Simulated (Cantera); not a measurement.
Charge: 1 mol AlCl3, 0.52 mol HCl, 9.1 mol H2, held at 1300 K and 1400 Pa.

Method: chemical equilibrium by Gibbs-energy minimisation in Cantera with the NASA 1993 tables (ideal gas, pure condensed phases). Candidate condensed phases: Al, AlCl3; 12 gas species. The tables' values for AlCl2 are old estimates; treat these amounts as uncertain. Kinetics and transport are ignored.

Base state: H2 0.853, AlCl3 0.0905, HCl 0.0534, AlCl2 0.00232, AlCl 0.00111 (mole fractions); condensed: gas only.

Q: What changes in the equilibrium state with this change: HCl from 0.52 to 0.97 mol?

A: 
```tsv
species	before	after
H2	0.853	0.820
HCl	0.0534	0.0896
AlCl3	0.0905	0.0885
AlCl	0.00111	0.000369
AlCl2	0.00232	0.00133
```

Q: What changes in the equilibrium state with this change: pressure from 1400 Pa to 1000 Pa?

A: 
```csv
species,before,after
H2,0.853,0.852
AlCl3,0.0905,0.0898
HCl,0.0534,0.0544
AlCl,0.00111,0.00147
H,8.63e-6,1.02e-5
AlCl2,0.00232,0.00267
```

Q: What changes in the equilibrium state with this change: HCl from 0.52 to 3.6 mol?

A: 
| species | before | after |
|---|---|---|
| H2 | 0.853 | 0.664 |
| HCl | 0.0534 | 0.263 |
| AlCl3 | 0.0905 | 0.0726 |
| AlCl | 0.00111 | 2.84e-5 |
| AlCl2 | 0.00232 | 0.000333 |
